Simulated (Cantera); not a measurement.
Feed: 1 mol C6H6, 0.031 mol O2, at 0.0700 bar.

Cantera equilibrium calculation (NASA polynomials, part measured and part estimated; ideal gas, pure solids and liquids). Candidate condensed phases: C, C6H6, C7H8, C8H18, H2O; 131 gas species. Ions and electrons are included (thermal ionisation). Rates play no part. All values below are at 3500 K.

Base state: H 0.612, C3 0.197, H2 0.0752, C 0.0330, C2 0.0284, C2H 0.0251, C2H2 (acetylene) 0.00979, CO 0.00836 (mole fractions); condensed: gas only.

Task: What changes in the equilibrium state with this change: pressure from 0.0700 bar to 21.0 bar?

Result: 
```csv
species,before,after
H2,0.0752,0.696
C2H2 (acetylene),0.00979,0.149
H,0.612,0.108
C3,0.197,0.00139
C,0.0330,0.000141
C2,0.0284,0.000156
C4H2,0.000531,0.0134
C2H,0.0251,0.00726
CO,0.00836,0.0191
C2H4,3.04e-9,0.000129
C3H4 (propyne),<1e-9,3.96e-5
CH4,1.56e-8,0.000514
"C(graphite), mol",0,4.68
```

Task: What changes in the equilibrium state with this change: pressure from 0.0700 bar to 0.100 bar?

Result: 
| species | before | after |
|---|---|---|
| H | 0.612 | 0.582 |
| C3 | 0.197 | 0.199 |
| H2 | 0.0752 | 0.0972 |
| C | 0.0330 | 0.0261 |
| C2H2 (acetylene) | 0.00979 | 0.0162 |
| C5 | 0.00799 | 0.0103 |
| C2H | 0.0251 | 0.0305 |
| C2 | 0.0284 | 0.0254 |
| C6H2 | 3.09e-5 | 8.36e-5 |
| C4H2 | 0.000531 | 0.00112 |
| C2H2 (vinylidene) | 8.21e-5 | 0.000136 |
| CH2 | 3.53e-5 | 5.16e-5 |
| C4 | 0.00178 | 0.00204 |

Task: What changes in the equilibrium state with this change: C6H6 replaced by C2H6?

Result: 
```json
[
 {"species": "H", "before": "0.612", "after": "0.744"},
 {"species": "H2", "before": "0.0752", "after": "0.111"},
 {"species": "C3", "before": "0.197", "after": "0.0712"},
 {"species": "C2", "before": "0.0284", "after": "0.0144"},
 {"species": "C2H", "before": "0.0251", "after": "0.0155"},
 {"species": "C", "before": "0.0330", "after": "0.0235"},
 {"species": "CO", "before": "0.00836", "after": "0.0103"},
 {"species": "C5", "before": "0.00799", "after": "0.00147"},
 {"species": "C6H2", "before": "3.09e-5", "after": "5.97e-6"},
 {"species": "C4", "before": "0.00178", "after": "0.000459"},
 {"species": "C4H2", "before": "0.000531", "after": "0.000202"}
]
```
